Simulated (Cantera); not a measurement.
Charge: 1 mol SiCl4, 1.8 mol Cl2, 8.9 mol H2, at 75.0 Torr.

Cantera equilibrium calculation (NASA polynomials, part measured and part estimated; ideal gas, pure solids and liquids). Candidate condensed phases: Si; 19 gas species. The tables' values for SiCl3 are old estimates; treat these amounts as uncertain. Kinetics and transport are ignored. All values below are at 1473 K.

Base state: H2 0.536, HCl 0.383, SiCl2 0.0337, SiCl4 0.0279, SiCl3 0.0166, SiHCl3 0.00366, SiH2Cl2 7.55e-5, H 2.93e-5 (mole fractions); condensed: gas only.

**Question.** What changes in the equilibrium state with this change: pressure from 75.0 Torr to 750 Torr?

**Answer.** 
```tsv
species	before	after
H2	0.536	0.574
HCl	0.383	0.342
SiCl4	0.0279	0.0546
SiCl2	0.0337	0.00887
SiCl3	0.0166	0.0119
Cl	1.70e-5	4.63e-6
H	2.93e-5	9.58e-6
SiH2Cl2	7.55e-5	0.000213
SiHCl3	0.00366	0.00861
```
